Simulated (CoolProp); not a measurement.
R1132(E) along the isotherm 285.6 K: density (kg/m³) from the reference equation and from simpler models built on Tc = 348.8 K, pc = 5.174 MPa, ω = 0.245; each cubic takes its own stable root.

The numbers come from the reference Helmholtz-energy equation of state, Akasaka 2024 in CoolProp.

| p (MPa) | phase | reference | van der Waals | Redlich-Kwong | Soave-Redlich-Kwong | Peng-Robinson |
|---|---|---|---|---|---|---|
| 0.0206 | gas | 0.5570 | 0.5566 | 0.5568 | 0.5569 | 0.5570 |
| 0.0468 | gas | 1.270 | 1.268 | 1.269 | 1.269 | 1.270 |
| 0.106 | gas | 2.899 | 2.887 | 2.894 | 2.897 | 2.900 |
| 0.242 | gas | 6.747 | 6.678 | 6.718 | 6.732 | 6.747 |
| 0.551 | gas | 16.11 | 15.70 | 15.93 | 16.02 | 16.10 |
| 1.25 | liquid | 962.3 | 38.77 | 40.45 | 846.9 | 961.3 |
| 2.86 | liquid | 970.5 | 583.0 | 820.8 | 859.0 | 973.6 |
| 6.5 | liquid | 986.7 | 615.2 | 850.5 | 882.4 | 997.5 |

At some of these states van der Waals, Redlich-Kwong gives the other phase, because its saturation line lies elsewhere.
